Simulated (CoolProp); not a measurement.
Computed with CoolProp (reference Helmholtz-energy equation of state, Lemmon 2006). It is a short technical equation, of lower accuracy than the large ones.

Task: Give the vapour pressure (MPa), vapour density (kg/m³) of saturated carbon monoxide at 102.4, 109.8, 117.1 K.

Result: 
```tsv
T (K)	p (MPa)	vapour density (kg/m³)
102.4	0.647	25.1
109.8	1.05	41.2
117.1	1.61	65.5
```
